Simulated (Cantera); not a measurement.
A closed system holds: 1 mol SO2, 2 mol H2, 2.6 mol O2, at 750 Torr.

Equilibrium computed with Cantera from the NASA thermochemical tables; the gas is ideal and each condensed phase is pure. Candidate condensed phases: H2O, H2SO4, S; 19 gas species. The numbers say what is thermodynamically allowed, not how fast it happens.

x: gas mole fraction; nothing condenses.

```tsv
T (K)	x H2O	x O2	x SO2	x OH	x O	x H2	x H	x SO
2250	0.424	0.342	0.215	0.0141	0.00216	0.00112	0.000249	0.000410
2350	0.419	0.339	0.214	0.0203	0.00385	0.00197	0.000554	0.000813
2450	0.411	0.335	0.213	[?]	[?]	[?]	[?]	[?]
2550	0.401	0.330	0.210	[?]	[?]	[?]	[?]	[?]
2650	0.387	0.324	0.206	0.0493	0.0166	0.00803	0.00420	0.00458
2750	0.369	0.316	0.200	0.0626	0.0250	0.0118	0.00742	0.00742
2850	0.347	0.306	0.192	0.0771	0.0365	0.0165	0.0125	0.0115
2950	0.320	0.295	0.182	0.0925	0.0516	0.0222	0.0201	0.0170
```

Q: Some entries are withheld; supply them.

A: 
- 2550, x OH: 0.0378
- 2550, x O: 0.0106
- 2550, x H2: 0.00526
- 2550, x H: 0.00226
- 2550, x SO: 0.00270
- 2450, x OH: 0.0281
- 2450, x O: 0.00653
- 2450, x H2: 0.00330
- 2450, x H: 0.00115
- 2450, x SO: 0.00152
